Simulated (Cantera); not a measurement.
A perfectly stirred reactor is fed with CO : H₂ : O₂ : N₂ = 1 : 0.093 : 1.33 : 5.01 (molar parts), at 750 Torr; it is adiabatic with a 500 K inlet, and is followed from long to short residence time, starting on the burning branch (τ in s: 0.13, 0.041, 0.013, 0.004, 0.0012, 0.00039, 0.00012, 3.7e-05, 1.2e-05).

Cantera simulation using GRI-Mech 3.0 (53 species, 325 reactions); the numbers are that mechanism's predictions, not measurements.

Question: What does this change do: pressure from 750 Torr to 360 Torr?

Answer: 
```json
[
 {"quantity": "blow-out, bracketed by the residence times tried", "before": "burning at 1.20 ms, out at 0.390 ms", "after": "burning at 4.00 ms, out at 1.20 ms"},
 {"quantity": "x(CO) at τ = 0.130 s", "before": "0.00159", "after": "0.00323"},
 {"quantity": "x(H₂) at τ = 0.130 s", "before": "3.06e-5", "after": "7.12e-5"},
 {"quantity": "x(O₂) at τ = 0.130 s", "before": "0.114", "after": "0.114"},
 {"quantity": "x(CO₂) at τ = 0.130 s", "before": "0.143", "after": "0.142"},
 {"quantity": "x(HO₂) at τ = 0.130 s", "before": "1.84e-6", "after": "1.93e-6"},
 {"quantity": "x(CO) at τ = 1.20 ms", "before": "0.0308", "after": "0.135"},
 {"quantity": "x(H₂) at τ = 1.20 ms", "before": "0.000402", "after": "0.0125"},
 {"quantity": "x(O₂) at τ = 1.20 ms", "before": "0.124", "after": "0.179"},
 {"quantity": "x(CO₂) at τ = 1.20 ms", "before": "0.112", "after": "<1e-12"},
 {"quantity": "x(HO₂) at τ = 1.20 ms", "before": "1.95e-5", "after": "<1e-12"}
]
```
